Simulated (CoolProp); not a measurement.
A single-stage vapour-compression cycle with R404A: evaporating at 282.15 K (dew point), condensing at 322.15 K (bubble point), superheat 10 K, subcooling 0 K, compressor efficiency 0.85, no pressure losses. Each further row changes one setting.

Values from CoolProp's reference Helmholtz-energy equation of state, Lemmon 2003. It is a pseudo-pure fit of the blend.

```tsv
case	cooling COP	pressure ratio	discharge temperature (K)	refrigerating effect (kJ/kg)	volumetric capacity (kJ/m³)
as stated	4.11	2.85	339.1	105	3960
evaporating temperature 287.15 K	4.92	2.47	338.2	107	4710
condensing temperature 317.15 K	4.99	2.54	333.3	114	4290
subcooling 5 K	4.47	2.85	339.1	114	4310
superheat 20 K	4.22	2.85	348.3	115	4100
compressor efficiency 0.75	3.62	2.85	341.7	105	3960
```
